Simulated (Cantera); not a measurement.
An isothermal, constant-pressure homogeneous reactor starts with CH4 : N2 = 1 : 76 (molar parts), at 1850 K and 2200 Pa. Integrator tolerance rtol = 1e-08.

Model: GRI-Mech 3.0 (53 species, 325 reactions), integrated in Cantera. GRI-Mech 3.0 stops at C3 and has no aromatics, soot or wall deposition, so with more carbon than oxygen in the feed, carbon stays in small species such as C2H2 where larger ones or solid carbon would form. Radical loss at walls, strong at low pressure, is not modelled.

```tsv
quantity	before	after
x(CH4) at 2.00 s	8.20e-6 (gas-phase equilibrium 4.47e-8)	0.0111 (gas-phase equilibrium 1.60e-6)
x(C2H6) at 2.00 s	1.35e-11 (gas-phase equilibrium <1e-12)	8.84e-6 (gas-phase equilibrium <1e-12)
x(C2H2) at 2.00 s	0.00636 (gas-phase equilibrium 0.000374)	0.000472 (gas-phase equilibrium 0.000597)
x(CH2) at 2.00 s	5.67e-8 (gas-phase equilibrium 7.40e-10)	2.80e-8 (gas-phase equilibrium 1.04e-11)
x(C2H) at 2.00 s	1.18e-6 (gas-phase equilibrium 1.07e-7)	4.47e-10 (gas-phase equilibrium 6.09e-10)
x(HCN) at 2.00 s	9.16e-5 (gas-phase equilibrium 0.0121)	3.87e-9 (gas-phase equilibrium 0.0116)
```

Which change was made?
(A) temperature 1850 to 1873 K
(B) temperature 1850 to 2000 K
(C) temperature 1850 to 1475 K
(D) pressure from 2200 Pa to 640 Pa

C, temperature 1850 to 1475 K
